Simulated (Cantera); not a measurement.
What does this Cantera script print?

```python
import numpy as np
import cantera as ct

gas_names = [...]  # 113 gases of nasa_gas.yaml made of C, H, O, Ta
cond_names = """
    C(gr) C6H6(L) C7H8(L) C8H18(L),n-octa H2O(s) H2O(L) Ta(cr) Ta(L) TaC(s) TaC(L) Ta2O5(s) Ta2O5(L)
""".split()


# ... load() reads the species with a 1 bar reference pressure and builds the phases ...
atoms = {
    'Ta(OEt)5': {'Ta': 1, 'C': 10, 'H': 25, 'O': 5},
    'CO2': {'C': 1, 'O': 2},
    'H2': {'H': 2},
}
top_T = {'C(gr)': 4500}  # K; cautious upper limits of use, not melting points


# ... equilibrate(T, P, feed) seeds the gas with the atoms and calls Mixture.equilibrate('TP', solver="gibbs", rtol=1e-10, max_steps=50000) ...
results = []
feed = {'Ta(OEt)5': 1, 'CO2': 2.4, 'H2': 7}  # mol
for P in [0.1, 1, 10, 100, 1000, 10000, 100000, 1000000]:
    for T in [823, 923, 1023, 1123, 1223, 1323, 1423, 1523, 1623, 1723]:
        mix = equilibrate(T, P, feed)
        results.append((T, P, feed, dict(zip(mix.species_names, mix.species_moles))))

for T, P, feed, n in results:
    print(f"{T:7g} {P:10.4g}  " + (" + ".join(c for c in cond_names if n.get(c, 0) > 1e-12) or "gas only"))
```

It prints:

```
    823        0.1  C(gr) + TaC(s)
    923        0.1  C(gr) + TaC(s)
   1023        0.1  C(gr) + TaC(s)
   1123        0.1  C(gr) + TaC(s)
   1223        0.1  C(gr) + TaC(s)
   1323        0.1  C(gr) + TaC(s)
   1423        0.1  C(gr) + TaC(s)
   1523        0.1  C(gr) + TaC(s)
   1623        0.1  C(gr) + TaC(s)
   1723        0.1  C(gr) + TaC(s)
    823          1  C(gr) + Ta2O5(s)
    923          1  C(gr) + TaC(s)
   1023          1  C(gr) + TaC(s)
   1123          1  C(gr) + TaC(s)
   1223          1  C(gr) + TaC(s)
   1323          1  C(gr) + TaC(s)
   1423          1  C(gr) + TaC(s)
   1523          1  C(gr) + TaC(s)
   1623          1  C(gr) + TaC(s)
   1723          1  C(gr) + TaC(s)
    823         10  C(gr) + Ta2O5(s)
    923         10  C(gr) + TaC(s)
   1023         10  C(gr) + TaC(s)
   1123         10  C(gr) + TaC(s)
   1223         10  C(gr) + TaC(s)
   1323         10  C(gr) + TaC(s)
   1423         10  C(gr) + TaC(s)
   1523         10  C(gr) + TaC(s)
   1623         10  C(gr) + TaC(s)
   1723         10  C(gr) + TaC(s)
    823        100  C(gr) + Ta2O5(s)
    923        100  C(gr) + Ta2O5(s)
   1023        100  C(gr) + TaC(s)
   1123        100  C(gr) + TaC(s)
   1223        100  C(gr) + TaC(s)
   1323        100  C(gr) + TaC(s)
   1423        100  C(gr) + TaC(s)
   1523        100  C(gr) + TaC(s)
   1623        100  C(gr) + TaC(s)
   1723        100  C(gr) + TaC(s)
    823       1000  C(gr) + Ta2O5(s)
    923       1000  C(gr) + Ta2O5(s)
   1023       1000  C(gr) + Ta2O5(s)
   1123       1000  C(gr) + TaC(s)
   1223       1000  C(gr) + TaC(s)
   1323       1000  C(gr) + TaC(s)
   1423       1000  C(gr) + TaC(s)
   1523       1000  C(gr) + TaC(s)
   1623       1000  C(gr) + TaC(s)
   1723       1000  C(gr) + TaC(s)
    823      1e+04  C(gr) + Ta2O5(s)
    923      1e+04  C(gr) + Ta2O5(s)
   1023      1e+04  C(gr) + Ta2O5(s)
   1123      1e+04  C(gr) + Ta2O5(s)
   1223      1e+04  C(gr) + TaC(s)
   1323      1e+04  C(gr) + TaC(s)
   1423      1e+04  C(gr) + TaC(s)
   1523      1e+04  C(gr) + TaC(s)
   1623      1e+04  C(gr) + TaC(s)
   1723      1e+04  C(gr) + TaC(s)
    823      1e+05  C(gr) + Ta2O5(s)
    923      1e+05  C(gr) + Ta2O5(s)
   1023      1e+05  C(gr) + Ta2O5(s)
   1123      1e+05  C(gr) + Ta2O5(s)
   1223      1e+05  C(gr) + Ta2O5(s)
   1323      1e+05  C(gr) + TaC(s)
   1423      1e+05  C(gr) + TaC(s)
   1523      1e+05  C(gr) + TaC(s)
   1623      1e+05  C(gr) + TaC(s)
   1723      1e+05  C(gr) + TaC(s)
    823      1e+06  C(gr) + Ta2O5(s)
    923      1e+06  C(gr) + Ta2O5(s)
   1023      1e+06  C(gr) + Ta2O5(s)
   1123      1e+06  C(gr) + Ta2O5(s)
   1223      1e+06  C(gr) + Ta2O5(s)
   1323      1e+06  C(gr) + Ta2O5(s)
   1423      1e+06  C(gr) + Ta2O5(s)
   1523      1e+06  C(gr) + TaC(s)
   1623      1e+06  C(gr) + TaC(s)
   1723      1e+06  C(gr) + TaC(s)
```

Cantera equilibrium calculation (NASA polynomials, part measured and part estimated; ideal gas, pure solids and liquids). The feed counts by its element totals alone. TaC: taken at fixed stoichiometry. Condensed phases not in the tables: Ta2C.
